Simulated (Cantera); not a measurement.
**Thermodynamics of halide evaporation, hydrolysis and transport, feed PbF2 + H2 + N2**

A closed system holds: 1 mol PbF2, 0.44 mol H2, 0.41 mol N2, held at 1600 K.

Method: chemical equilibrium by Gibbs-energy minimisation in Cantera with the NASA 1993 tables (ideal gas, pure condensed phases). Candidate condensed phases: Pb, PbF2; 26 gas species. The numbers say what is thermodynamically allowed, not how fast it happens.

```tsv
P (Pa)	x HF	x N2	x PbF2	x Pb	x PbF	x PbF4	x F	n Pb(l)
0.100	0.371	0.173	0.174	0.186	0.0522	0.00894	0.0357	0
0.460	0.381	0.178	0.190	0.179	0.0535	0.0110	0.00826	0
2.20	0.384	0.179	0.193	0.177	0.0537	0.0116	0.00175	0
10	0.384	0.179	0.194	0.177	0.0538	0.0117	0.000386	0
46	0.384	0.179	0.194	0.177	0.0538	0.0117	8.40e-5	0
220	0.384	0.179	0.194	0.177	0.0538	0.0117	1.76e-5	0
1000	0.384	0.179	0.194	0.177	0.0538	0.0117	3.87e-6	0
4600	0.384	0.179	0.194	0.177	0.0538	0.0117	8.41e-7	0
22000	0.384	0.179	0.194	0.177	0.0538	0.0117	1.76e-7	0
100000	0.456	0.213	0.201	0.0606	0.0321	0.0368	6.73e-8	0.362
```
x: gas mole fraction; n: condensed amount in mol.

From 0.100 Pa to 22000 Pa nothing is condensed. At 100000 Pa the condensed part is Pb(l). The main Pb-bearing gas is Pb at 0.100 Pa and PbF2 at 100000 Pa.
